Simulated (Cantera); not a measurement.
Charge: 1 mol H₂O, 1.2 mol O₂, equilibrated at 1550 K and 750 Torr.

Cantera equilibrium calculation (NASA polynomials, part measured and part estimated; ideal gas, pure solids and liquids). Candidate condensed phases: H₂O; 9 gas species. Equilibrium is a limit: real reactors are often held back by kinetics, nucleation or transport.

Base state: O₂ 0.545, H₂O 0.454, OH 0.000323 (mole fractions); condensed: gas only.

What changes in the equilibrium state with this change: H₂O replaced by SO₂?


| species | before | after |
|---|---|---|
| O₂ | 0.545 | 0.543 |
| SO₂ | 0 | 0.447 |
| SO₃ | 0 | 0.00962 |
| H₂O | 0.454 | 0 |
| OH | 0.000323 | 0 |
Further candidate phases: S.
